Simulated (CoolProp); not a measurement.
Vapour-liquid equilibrium of ethane (1) + n-butane (2) at 0.0282 MPa; x and y are mole fractions of (1).

Computed with CoolProp (multi-fluid Helmholtz-energy mixture model, Bücker 2006 and Bücker 2006; pair parameters Kunz 2012).

```
x     bubble temperature (°C)  y at the bubble point  dew temperature at overall composition x (°C)  liquid density (mol/L)
----  -----------------------  ---------------------  ---------------------------------------------  ----------------------
0.05                    -54.7                  0.759                                          -31.0                   11.50
0.2                     -82.7                  0.974                                          -34.4                   12.70
0.35                    -93.3                  0.992                                          -38.2                   13.71
0.5                     -99.3                  0.997                                          -42.9                   14.74
0.65                   -103.3                  0.999                                          -48.9                   15.85
0.8                    -106.2                  0.999                                          -57.5                   17.07
0.95                   -108.6                  1.000                                          -75.5                   18.43
```

No azeotrope shows between x = 0.05 and 0.95.

Pair parameters are fitted to limited data, so mixtures are less certain than the pure fluids. The gap from Raoult's law changes sign with composition, which may be real or a fault of the pair parameters; it wasn't checked against measurements.
